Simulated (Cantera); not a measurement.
Adiabatic ignition

An adiabatic, constant-pressure homogeneous reactor starts with CH₄ : C₂H₆ : C₃H₈ : O₂ : N₂ = 1 : 0.072 : 1.3 : 10.1 : 37.8 (molar parts), equivalence ratio 0.87, at 1575 K and 4.93 atm.

Detailed kinetics in Cantera: GRI-Mech 3.0 (53 species, 325 reactions). GRI-Mech 3.0 was tuned for natural gas; its chemistry of propane as a main component is partial and can be far from experiment.

| t (s) | T (K) | x CH₄ | x C₂H₆ | x C₃H₈ | x HCO | x OH | x N₂O | x O |
|---|---|---|---|---|---|---|---|---|
| 5.00e-6 | 1570 | 0.0195 | 0.00200 | 0.0211 | 1.18e-6 | 3.85e-5 | 2.86e-9 | 6.25e-6 |
| 1.21e-5 | 1617 | 0.0182 | 0.00271 | 0.00989 | 1.53e-5 | 0.000153 | 1.52e-8 | 3.21e-5 |
| 2.92e-5 | 2732 | <1e-12 | <1e-12 | <1e-12 | 1.05e-7 | 0.0208 | 1.06e-6 | 0.00923 |
| 7.07e-5 | 2859 | <1e-12 | <1e-12 | <1e-12 | 5.36e-8 | 0.0184 | 1.53e-6 | 0.00595 |
| 0.000171 | 2856 | <1e-12 | <1e-12 | <1e-12 | 5.28e-8 | 0.0181 | 1.55e-6 | 0.00571 |
| 0.000414 | 2850 | <1e-12 | <1e-12 | <1e-12 | 5.23e-8 | 0.0175 | 1.61e-6 | 0.00539 |
| 0.00100 | 2844 | <1e-12 | <1e-12 | <1e-12 | 5.19e-8 | 0.0171 | 1.68e-6 | 0.00515 |
| 0.00242 | 2843 | <1e-12 | <1e-12 | <1e-12 | 5.19e-8 | 0.0170 | 1.70e-6 | 0.00511 |
| 0.00585 | 2843 | <1e-12 | <1e-12 | <1e-12 | 5.19e-8 | 0.0170 | 1.70e-6 | 0.00511 |
| 0.0141 | 2843 | <1e-12 | <1e-12 | <1e-12 | 5.19e-8 | 0.0170 | 1.70e-6 | 0.00511 |
| 0.0342 | 2843 | <1e-12 | <1e-12 | <1e-12 | 5.19e-8 | 0.0170 | 1.70e-6 | 0.00511 |
| 0.0827 | 2843 | <1e-12 | <1e-12 | <1e-12 | 5.19e-8 | 0.0170 | 1.70e-6 | 0.00511 |
| 0.200 | 2843 | <1e-12 | <1e-12 | <1e-12 | 5.19e-8 | 0.0170 | 1.70e-6 | 0.00511 |
x: mole fraction; the columns are a selection and need not sum to one.

time of steepest temperature rise: 17.5 µs
temperature at 0.200 s: 2843 K
equilibrium temperature: 2843 K
x(CH₄) at 0.200 s: <1e-12 (gas-phase equilibrium <1e-12)
x(C₂H₆) at 0.200 s: <1e-12 (gas-phase equilibrium <1e-12)
x(C₃H₈) at 0.200 s: <1e-12 (gas-phase equilibrium <1e-12)
